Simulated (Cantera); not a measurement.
Input (Python, Cantera) and output of one run.

```python
import numpy as np
import cantera as ct

gas_names = """
    H H2 Pb Pb2
""".split()
cond_names = """
    Pb(cr) Pb(L)
""".split()


# ... load() reads the species with a 1 bar reference pressure and builds the phases ...
atoms = {
    'Pb': {'Pb': 1},
    'H2': {'H': 2},
}
top_T = {}  # K; cautious upper limits of use, not melting points


# ... equilibrate(T, P, feed) seeds the gas with the atoms and calls Mixture.equilibrate('TP', solver="vcs", rtol=1e-11, max_steps=5000) ...
results = []
feed = {'Pb': 1, 'H2': 2.9}  # mol
P = 13332.2  # Pa
for T in [523, 598, 673, 748, 823, 898, 973, 1048, 1123, 1198, 1273, 1348, 1423]:
    mix = equilibrate(T, P, feed)
    results.append((T, P, feed, dict(zip(mix.species_names, mix.species_moles))))
    x = sorted(zip(gas.X, gas.species_names), reverse=True)
    print(f"T = {T:g} K  P = {P:g} Pa  gas = {mix.phase_moles(0):.4g} mol")
    print("   x: " + "  ".join(f"{s} {v:.3e}" for v, s in x if v > 1e-05))
    print("   condensed (mol): " + ("  ".join(f"{mix.phase(i).name} {mix.phase_moles(i):.4g}"
          for i in range(1, mix.n_phases) if mix.phase_moles(i) > 1e-12) or "none"))
```

It prints:

```
T = 523 K  P = 13332.2 Pa  gas = 2.9 mol
   x: H2 1.000e+00
   condensed (mol): Pb(cr) 1
T = 598 K  P = 13332.2 Pa  gas = 2.9 mol
   x: H2 1.000e+00
   condensed (mol): Pb(cr) 1
T = 673 K  P = 13332.2 Pa  gas = 2.9 mol
   x: H2 1.000e+00
   condensed (mol): Pb(L) 1
T = 748 K  P = 13332.2 Pa  gas = 2.9 mol
   x: H2 1.000e+00
   condensed (mol): Pb(L) 1
T = 823 K  P = 13332.2 Pa  gas = 2.9 mol
   x: H2 1.000e+00
   condensed (mol): Pb(L) 1
T = 898 K  P = 13332.2 Pa  gas = 2.9 mol
   x: H2 1.000e+00
   condensed (mol): Pb(L) 1
T = 973 K  P = 13332.2 Pa  gas = 2.9 mol
   x: H2 9.999e-01  Pb 6.561e-05
   condensed (mol): Pb(L) 0.9998
T = 1048 K  P = 13332.2 Pa  gas = 2.901 mol
   x: H2 9.997e-01  Pb 3.352e-04
   condensed (mol): Pb(L) 0.999
T = 1123 K  P = 13332.2 Pa  gas = 2.904 mol
   x: H2 9.986e-01  Pb 1.371e-03
   condensed (mol): Pb(L) 0.996
T = 1198 K  P = 13332.2 Pa  gas = 2.914 mol
   x: H2 9.953e-01  Pb 4.679e-03
   condensed (mol): Pb(L) 0.9864
T = 1273 K  P = 13332.2 Pa  gas = 2.94 mol
   x: H2 9.862e-01  Pb 1.377e-02
   condensed (mol): Pb(L) 0.9595
T = 1348 K  P = 13332.2 Pa  gas = 3.008 mol
   x: H2 9.642e-01  Pb 3.583e-02
   condensed (mol): Pb(L) 0.8922
T = 1423 K  P = 13332.2 Pa  gas = 3.166 mol
   x: H2 9.159e-01  Pb 8.406e-02  Pb2 2.098e-05  H 1.741e-05
   condensed (mol): Pb(L) 0.7337
```

Cantera equilibrium calculation (NASA polynomials, part measured and part estimated; ideal gas, pure solids and liquids).
